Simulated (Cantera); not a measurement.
Charge: 1 mol TEOS, 0.34 mol O₂, 89 mol H₂, 16 mol N₂O, held at 8.80e-5 bar.

These are equilibrium values from Cantera (NASA tables, ideal gas, pure condensed phases), not measurements of a reactor. Candidate condensed phases: C, C₆H₆, C₇H₈, C₈H₁₈, H₂O, Si, SiC, SiO₂, Si₂N₂O, Si₃N₄; 151 gas species. The feed counts by its element totals alone. The numbers say what is thermodynamically allowed, not how fast it happens.

Q: Which condensed phases are stable at each of these points (T (°C)): 327, 352, 377, 402, 427, 452, 477, 502, 527, 552, 577, 602?

A: 
```
T (°C)  condensed phases  Si condensed (%)
------  ----------------  ----------------
327       SiO₂(α-quartz)             100.0
352       SiO₂(α-quartz)             100.0
377       SiO₂(α-quartz)             100.0
402       SiO₂(α-quartz)             100.0
427       SiO₂(α-quartz)             100.0
452       SiO₂(α-quartz)             100.0
477       SiO₂(α-quartz)             100.0
502       SiO₂(α-quartz)             100.0
527       SiO₂(α-quartz)             100.0
552       SiO₂(α-quartz)             100.0
577       SiO₂(β-quartz)             100.0
602       SiO₂(β-quartz)             100.0
```

From 327 °C to 552 °C the condensed part is SiO₂(α-quartz). From 577 °C to 602 °C the condensed part is SiO₂(β-quartz).
